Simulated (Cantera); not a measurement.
A perfectly stirred reactor is fed with NH₃ : H₂ = 1 : 0.31 (molar parts), at 13300 Pa; it is held at 2050 K, and followed from long to short residence time.

Cantera simulation using the gas-phase N/H chemistry of the illustrative SiF4/NH3 mechanism in the Surface Chemkin manual (1991); the numbers are that mechanism's predictions, not measurements. Walls and surfaces, which speed up NH3 decomposition in real reactors, are not modelled.

**Question.** What does this change do: NH3 1 to 2.9 parts?

**Answer.** 
```
quantity                 before     after
---------------------  --------  --------
x(NH₃) at τ = 0.770 s    0.0954     0.105
x(H₂) at τ = 0.770 s      0.714     0.684
x(NH₂) at τ = 0.770 s  0.000344  0.000368
x(H) at τ = 0.770 s    0.000871  0.000808
x(N) at τ = 0.770 s     1.34e-6   1.34e-6
x(NH₃) at τ = 13.0 ms     0.681     0.799
x(H₂) at τ = 13.0 ms      0.295     0.173
x(NH₂) at τ = 13.0 ms   0.00127   0.00145
x(H) at τ = 13.0 ms    0.000188  0.000108
x(N) at τ = 13.0 ms     9.08e-7   7.19e-7
```
